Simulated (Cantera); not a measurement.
A perfectly stirred reactor is fed with H2 : O2 = 0.054 : 1 (molar parts), equivalence ratio 0.027, at 20.0 Torr; it is held at 1275 K, and followed from long to short residence time.

Cantera simulation using the H2/O2 subset of GRI-Mech 3.0, which has no nitrogen chemistry; the numbers are that mechanism's predictions, not measurements. Radical loss at walls, strong at low pressure, is not modelled. The temperature is held fixed by assumption; the heat of reaction is taken as removed at once.

x: mole fraction; the columns are a selection and need not sum to one.

```csv
τ (s),x H2,x O2,x HO2,x OH,x H2O2,x O,x H
5.9,3.24e-5,0.947,?,0.000567,4.47e-8,0.000518,1.33e-5
1.3,8.28e-5,0.946,?,0.000936,7.17e-8,0.00140,5.94e-5
0.27,0.000213,0.943,?,0.00156,1.07e-7,0.00383,0.000270
0.057,0.000526,0.936,?,0.00250,1.43e-7,0.00948,0.00108
0.012,0.00125,0.926,?,0.00372,1.77e-7,0.0191,0.00331
0.0026,0.00314,0.917,5.88e-6,0.00509,2.26e-7,0.0262,0.00640
0.00056,0.00948,0.918,6.20e-6,0.00664,3.22e-7,0.0236,0.00820
0.00012,0.0305,0.933,?,0.00546,2.65e-7,0.0106,0.00477
```

**Question.** Complete the blanks.

**Answer.** 
- 5.9, x HO2: 7.04e-7
- 1.3, x HO2: 1.39e-6
- 0.27, x HO2: 2.49e-6
- 0.057, x HO2: 3.84e-6
- 0.012, x HO2: 5.08e-6
- 0.00012, x HO2: 5.14e-6
